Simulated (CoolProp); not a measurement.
Properties of C3F8 (R218) at several states.

The numbers come from the reference Helmholtz-energy equation of state, Lemmon 2006 in CoolProp. It is a short technical equation, of lower accuracy than the large ones.

```tsv
T (K)	p (bar)	phase	density (kg/m³)	isothermal compressibility (1/MPa)
327.6	9.99	gas	___	___
269.4	3.13	gas	___	___
256.9	0.267	gas	2.373	37.82
```

Question: Fill in the missing entries.

Answer: 
- 327.6, density (kg/m³): 83.70
- 327.6, isothermal compressibility (1/MPa): 1.263
- 269.4, density (kg/m³): 29.37
- 269.4, isothermal compressibility (1/MPa): 3.630
